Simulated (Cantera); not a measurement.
Premixed flame

A freely propagating, adiabatic, planar premixed flame of CH4 : O2 : N2 = 1 : 1.54 : 5.78 (molar parts), unburnt at 700 K and 760 Torr; mixture-averaged transport, grid criteria slope 0.08 and curve 0.16, no radiation.

Detailed kinetics in Cantera: GRI-Mech 3.0 (53 species, 325 reactions). Burning velocities carry a grid error of a few per cent, more on coarse grids.

| z (mm) | T (K) | u (m/s) | x CH4 | x O2 | x NO | x CH2O | x CH2 | x CO2 |
|---|---|---|---|---|---|---|---|---|
| -1.01 | 700 | 1.44 | 0.120 | 0.185 | <1e-8 | 2.55e-7 | <1e-8 | 2.50e-7 |
| -0.672 | 703 | 1.45 | 0.119 | 0.184 | 1.69e-8 | 3.87e-6 | <1e-8 | 4.17e-6 |
| -0.504 | 715 | 1.49 | 0.117 | 0.182 | 9.18e-8 | 2.42e-5 | <1e-8 | 2.94e-5 |
| -0.336 | 794 | 1.67 | 0.110 | 0.175 | 7.52e-7 | 0.000198 | <1e-8 | 0.000333 |
| -0.168 | 1198 | 2.57 | 0.0763 | 0.138 | 5.95e-6 | 0.00103 | 6.20e-7 | 0.00364 |
| -0.0840 | 1585 | 3.45 | 0.0419 | 0.0949 | 1.36e-5 | 0.00126 | 1.84e-5 | 0.00935 |
| 0 | 1939 | 4.28 | 0.0118 | 0.0474 | 2.75e-5 | 0.000720 | 0.000109 | 0.0184 |
| 0.0840 | 2115 | 4.68 | 0.00153 | 0.0187 | 4.93e-5 | 0.000203 | 8.18e-5 | 0.0283 |
| 0.168 | 2166 | 4.78 | 0.000130 | 0.00764 | 7.06e-5 | 2.92e-5 | 1.52e-5 | 0.0364 |
| 0.336 | 2191 | 4.82 | 9.66e-7 | 0.00284 | 9.25e-5 | 3.07e-7 | 1.88e-7 | 0.0447 |
| 0.672 | 2215 | 4.86 | <1e-8 | 0.00189 | 0.000104 | <1e-8 | <1e-8 | 0.0483 |
| 1.34 | 2245 | 4.92 | <1e-8 | 0.00136 | 0.000111 | <1e-8 | <1e-8 | 0.0489 |
| 2.69 | 2278 | 4.98 | <1e-8 | 0.000839 | 0.000120 | <1e-8 | <1e-8 | 0.0491 |
x: mole fraction of selected species; z is measured from the peak of heat release.

```yaml
laminar_burning_velocity: 144 cm/s
thermal_thickness: 0.336 mm
peak x(CH2O): 0.00128
peak x(CH2): 0.000122
grid_points: 141
```
